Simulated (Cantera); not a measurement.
A perfectly stirred reactor is fed with CH4 : C2H6 : C3H8 : O2 : N2 = 1 : 0.97 : 0.91 : 7.65 : 28.8 (molar parts), at 4.93 atm; it is adiabatic with a 473 K inlet, and is followed from long to short residence time, starting on the burning branch (τ in s: 0.032, 0.017, 0.009, 0.0048, 0.0025, 0.0013, 0.0007, 0.00037, 0.0002, 0.0001, 5.5e-05, 2.9e-05).

Detailed kinetics in Cantera: GRI-Mech 3.0 (53 species, 325 reactions). GRI-Mech 3.0 was tuned for natural gas; its chemistry of propane as a main component is partial and can be far from experiment.

One state of this run: T (K) = 2175; x CH4 = 0.000185; x C2H6 = 7.35e-6; x C3H8 = 4.98e-6; x CO2 = 0.0586; x H2 = 0.0351. x: mole fraction; the columns are a selection and need not sum to one.

**Question.** Which value of τ (s) does it belong to?
(A) 2.9e-5
(B) 5.5e-5
(C) 0.00037
(D) 0.0013

**Answer.** C, 0.00037
